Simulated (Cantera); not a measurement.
Charge: 1 mol CH3F, 1.4 mol F2, 0.077 mol H2, equilibrated at 340 Pa.

These are equilibrium values from Cantera (NASA tables, ideal gas, pure condensed phases), not measurements of a reactor. Candidate condensed phases: C, C6H6, C7H8, C8H18; 95 gas species. Rates play no part. All values below are at 2250 K.

Base state: HF 0.858, F 0.108, CF2 0.0314, CF 0.00149, CF4 0.000689, CF3 0.000229, H 0.000130 (mole fractions); condensed: C(graphite).

Q: What changes in the equilibrium state with this change: F2 from 1.4 to 0.033 mol?

A: 
| species | before | after |
|---|---|---|
| HF | 0.858 | 0.484 |
| H2 | 1.05e-6 | 0.431 |
| H | 0.000130 | 0.0836 |
| F | 0.108 | 9.52e-5 |
| CF2 | 0.0314 | 2.43e-8 |
| CF4 | 0.000689 | <1e-9 |
| C2H2 (acetylene) | 3.51e-9 | 0.00144 |
| CF3 | 0.000229 | <1e-9 |
| C(graphite), mol | 0.876 | 0.994 |

Q: What changes in the equilibrium state with this change: F2 from 1.4 to 1.3 mol?

A: 
| species | before | after |
|---|---|---|
| HF | 0.858 | 0.894 |
| F | 0.108 | 0.0851 |
| CF2 | 0.0314 | 0.0194 |
| CF4 | 0.000689 | 0.000264 |
| CF3 | 0.000229 | 0.000112 |
| C(graphite), mol | 0.876 | 0.926 |
